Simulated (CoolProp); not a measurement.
Saturation properties of neopentane.

The numbers come from the reference Helmholtz-energy equation of state, Lemmon 2006 in CoolProp. It is a short technical equation, of lower accuracy than the large ones.

```json
[
 {"T (°C)": "15.65", "p (MPa)": "0.1258", "liquid density (kg/m³)": "594.6", "vapour density (kg/m³)": "3.987", "enthalpy of vaporisation (kJ/kg)": "310.9", "liquid cp (kJ/(kg K))": "2.254", "surface tension (mN/m)": "11.9"},
 {"T (°C)": "19.45", "p (MPa)": "0.1431", "liquid density (kg/m³)": "590.5", "vapour density (kg/m³)": "4.498", "enthalpy of vaporisation (kJ/kg)": "307.9", "liquid cp (kJ/(kg K))": "2.276", "surface tension (mN/m)": "11.5"},
 {"T (°C)": "23.25", "p (MPa)": "0.1621", "liquid density (kg/m³)": "586.3", "vapour density (kg/m³)": "5.059", "enthalpy of vaporisation (kJ/kg)": "304.8", "liquid cp (kJ/(kg K))": "2.299", "surface tension (mN/m)": "11.1"},
 {"T (°C)": "27.15", "p (MPa)": "0.1836", "liquid density (kg/m³)": "582.0", "vapour density (kg/m³)": "5.689", "enthalpy of vaporisation (kJ/kg)": "301.6", "liquid cp (kJ/(kg K))": "2.322", "surface tension (mN/m)": "10.7"},
 {"T (°C)": "30.95", "p (MPa)": "0.2065", "liquid density (kg/m³)": "577.7", "vapour density (kg/m³)": "6.359", "enthalpy of vaporisation (kJ/kg)": "298.5", "liquid cp (kJ/(kg K))": "2.346", "surface tension (mN/m)": "10.4"},
 {"T (°C)": "34.75", "p (MPa)": "0.2316", "liquid density (kg/m³)": "573.4", "vapour density (kg/m³)": "7.089", "enthalpy of vaporisation (kJ/kg)": "295.2", "liquid cp (kJ/(kg K))": "2.369", "surface tension (mN/m)": "9.99"},
 {"T (°C)": "38.55", "p (MPa)": "0.2588", "liquid density (kg/m³)": "569.0", "vapour density (kg/m³)": "7.883", "enthalpy of vaporisation (kJ/kg)": "291.9", "liquid cp (kJ/(kg K))": "2.393", "surface tension (mN/m)": "9.63"},
 {"T (°C)": "42.45", "p (MPa)": "0.2893", "liquid density (kg/m³)": "564.4", "vapour density (kg/m³)": "8.768", "enthalpy of vaporisation (kJ/kg)": "288.4", "liquid cp (kJ/(kg K))": "2.418", "surface tension (mN/m)": "9.25"},
 {"T (°C)": "46.25", "p (MPa)": "0.3215", "liquid density (kg/m³)": "559.9", "vapour density (kg/m³)": "9.704", "enthalpy of vaporisation (kJ/kg)": "284.9", "liquid cp (kJ/(kg K))": "2.443", "surface tension (mN/m)": "8.90"},
 {"T (°C)": "50.05", "p (MPa)": "0.3563", "liquid density (kg/m³)": "555.3", "vapour density (kg/m³)": "10.72", "enthalpy of vaporisation (kJ/kg)": "281.3", "liquid cp (kJ/(kg K))": "2.469", "surface tension (mN/m)": "8.54"},
 {"T (°C)": "53.95", "p (MPa)": "0.3948", "liquid density (kg/m³)": "550.5", "vapour density (kg/m³)": "11.84", "enthalpy of vaporisation (kJ/kg)": "277.5", "liquid cp (kJ/(kg K))": "2.495", "surface tension (mN/m)": "8.18"},
 {"T (°C)": "57.75", "p (MPa)": "0.4353", "liquid density (kg/m³)": "545.7", "vapour density (kg/m³)": "13.02", "enthalpy of vaporisation (kJ/kg)": "273.8", "liquid cp (kJ/(kg K))": "2.522", "surface tension (mN/m)": "7.83"},
 {"T (°C)": "61.55", "p (MPa)": "0.4788", "liquid density (kg/m³)": "540.8", "vapour density (kg/m³)": "14.30", "enthalpy of vaporisation (kJ/kg)": "269.9", "liquid cp (kJ/(kg K))": "2.550", "surface tension (mN/m)": "7.48"},
 {"T (°C)": "65.45", "p (MPa)": "0.5266", "liquid density (kg/m³)": "535.7", "vapour density (kg/m³)": "15.71", "enthalpy of vaporisation (kJ/kg)": "265.8", "liquid cp (kJ/(kg K))": "2.579", "surface tension (mN/m)": "7.12"},
 {"T (°C)": "69.25", "p (MPa)": "0.5766", "liquid density (kg/m³)": "530.6", "vapour density (kg/m³)": "17.20", "enthalpy of vaporisation (kJ/kg)": "261.7", "liquid cp (kJ/(kg K))": "2.608", "surface tension (mN/m)": "6.78"}
]
```

It boils at 9.5 °C under 1 atm.

Surface tension comes from a separate correlation (Mulero 2014).
